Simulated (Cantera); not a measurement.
## Si + N2O + N2 (thermal oxidation and active oxidation of silicon)

Input: 1 mol Si, 0.23 mol N2O, 230 mol N2, held at 3.20 mbar.

These are equilibrium values from Cantera (NASA tables, ideal gas, pure condensed phases), not measurements of a reactor. Candidate condensed phases: Si, SiO2, Si2N2O, Si3N4; 16 gas species. Mutual solubility and eutectic melting of coexisting phases are not modelled. The tables' values for SiN are old estimates; treat these amounts as uncertain. Kinetics and transport are ignored.

From 1250 K to 1550 K the condensed part is Si2N2O(s) + Si3N4(s). At 1700 K the condensed part is Si3N4(s). At 1850 K the condensed part is Si(l). From 2000 K to 2150 K nothing is condensed.

| T (K) | x N2 | x Si | x SiO | x Si2N | x SiN | x Si2 | x Si3 | n Si2N2O(s) | n Si3N4(s) | n Si(l) |
|---|---|---|---|---|---|---|---|---|---|---|
| 1250 | 1.00 | 3.01e-12 | 6.07e-9 | <1e-12 | <1e-12 | <1e-12 | <1e-12 | 0.230 | 0.180 | 0 |
| 1400 | 1.000 | 3.80e-9 | 2.42e-6 | 8.48e-12 | 4.36e-10 | <1e-12 | <1e-12 | 0.229 | 0.180 | 0 |
| 1550 | 1.000 | 1.18e-6 | 0.000295 | 1.26e-8 | 6.98e-8 | 2.43e-10 | 5.51e-12 | 0.162 | 0.203 | 0 |
| 1700 | 0.999 | 0.000131 | 0.001000 | 5.04e-6 | 4.50e-6 | 3.57e-7 | 5.58e-8 | 0 | 0.245 | 0 |
| 1850 | 0.997 | 0.00202 | 0.000996 | 6.65e-5 | 4.37e-5 | 1.41e-5 | 3.27e-6 | 0 | 0 | 0.255 |
| 2000 | 0.996 | 0.00324 | 0.000995 | 1.48e-5 | 4.76e-5 | 7.98e-6 | 4.07e-7 | 0 | 0 | 0 |
| 2150 | 0.996 | 0.00329 | 0.000995 | 1.87e-6 | 3.46e-5 | 2.23e-6 | 2.09e-8 | 0 | 0 | 0 |
x: gas mole fraction; n: condensed amount in mol.
